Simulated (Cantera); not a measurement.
Cantera run:

```python
import numpy as np
import cantera as ct

gas_names = [...]  # 148 gases of nasa_gas.yaml made of Al, C, H, N, O
cond_names = """
    AL(cr) AL(L) ALN(s) AL2O3(a) AL2O3(L) C(gr) C6H6(L) C7H8(L) C8H18(L),n-octa H2O(s) H2O(L)
""".split()


# ... load() reads the species with a 1 bar reference pressure and builds the phases ...
atoms = {
    'Al(CH3)3': {'AL': 1, 'C': 3, 'H': 9},
    'N2O': {'N': 2, 'O': 1},
    'N2': {'N': 2},
}
top_T = {'ALN(s)': 2750, 'C(gr)': 4500}  # K; cautious upper limits of use, not melting points


# ... equilibrate(T, P, feed) seeds the gas with the atoms and calls Mixture.equilibrate('TP', solver="vcs", rtol=1e-11, max_steps=5000) ...
results = []
feed = {'Al(CH3)3': 1, 'N2O': 7.2, 'N2': 210}  # mol
T = 2000  # K
P = 100000  # Pa
mix = equilibrate(T, P, feed)
results.append((T, P, feed, dict(zip(mix.species_names, mix.species_moles))))
print(gas.report(threshold=0.0001))
for i in range(1, mix.n_phases):
    print(f"{mix.phase(i).name:16s} {mix.phase_moles(i):12.5e} mol")
```

Result:

```
       temperature   2000 K
          pressure   1e+05 Pa
           density   0.16647 kg/m^3
  mean mol. weight   27.683 kg/kmol
   phase of matter   gas

                          1 kg             1 kmol
                     ---------------   ---------------
          enthalpy        1.8739e+06        5.1875e+07  J
   internal energy        1.2732e+06        3.5246e+07  J
           entropy            9149.6        2.5329e+05  J/K
    Gibbs function       -1.6425e+07        -4.547e+08  J
 heat capacity c_p            1307.6             36199  J/K
 heat capacity c_v            1007.3             27885  J/K

                      mass frac. Y      mole frac. X     chem. pot. / RT
                     ---------------   ---------------   ---------------
                CO          0.011191          0.011061           -38.854
               CO2         0.0036392         0.0022892           -61.439
                 H        5.9891e-06        0.00016448           -12.031
                H2          0.000745           0.01023           -24.063
               H2O         0.0063155         0.0097047           -46.648
                N2           0.97809           0.96653           -26.975
     [ +142 minor]        1.5346e-05        2.0968e-05

AL(L)             0.00000e+00 mol
ALN(s)            0.00000e+00 mol
AL2O3(a)          4.99996e-01 mol
C(gr)             0.00000e+00 mol
```

Cantera equilibrium calculation (NASA polynomials, part measured and part estimated; ideal gas, pure solids and liquids). The feed counts by its element totals alone.
